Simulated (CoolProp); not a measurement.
The numbers come from the reference Helmholtz-energy equation of state, Thol 2019 in CoolProp.

Problem. For decamethylcyclopentasiloxane (D5), give the phase and the cp (kJ/(kg K)), speed of sound (m/s), fugacity coefficient at 439.6 K and 39.4 bar; 459 K and 39.4 bar; 478.4 K and 39.4 bar.

Solution. 
- 439.6 K and 39.4 bar: liquid; cp 1.90, speed of sound 578, fugacity coefficient 0.0124
- 459 K and 39.4 bar: liquid; cp 1.94, speed of sound 535, fugacity coefficient 0.0210
- 478.4 K and 39.4 bar: liquid; cp 1.97, speed of sound 493, fugacity coefficient 0.0332
